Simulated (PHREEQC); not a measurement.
A made-up water analysis in mg/kgw, 62 °C, pH 5.68, pe 11.2:

| constituent | mg/kgw |
|---|---|
| Na | 0.918 |
| K | 0.923 |
| Ca | 1.03 |
| Mg | 0.00968 |
| Cl | 2.59 |
| S(6) as SO4 | 0.358 |
| Alkalinity as HCO3 | 2.09 |
| Cd | 0.00487 |
| Si as SiO2 | 0.158 |

Cl is adjusted to close the charge balance.
Valence states are taken as typed.

All values are PHREEQC results (ion-association model, phreeqc.dat), not measurements.

Each row changes one thing in this solution. No solid was allowed to form.

```
case                                             CO2 (mol/kgw)  HCO3- (mol/kgw)  CaSO4 (mol/kgw)  CaHCO3+ (mol/kgw)  HSO4- (mol/kgw)  CO3-2 (mol/kgw)  SI of Quartz (SiO2)
-----------------------------------------------  -------------  ---------------  ---------------  -----------------  ---------------  ---------------  -------------------
as made                                               0.000147          3.63e-5          1.92e-8            1.50e-8          1.79e-9          1.32e-9                -2.08
pH from 5.68 to 6.18 at the same alkalinity            4.44e-5          3.47e-5          1.92e-8            1.44e-8         5.65e-10          3.99e-9                -2.08
all concentrations times 3 at the same typed pH       0.000419         0.000105          1.56e-7            1.24e-7          5.12e-9          3.92e-9                -1.61
```

At this temperature some constants are extrapolated from 25 °C, and those without enthalpy data are left unchanged.
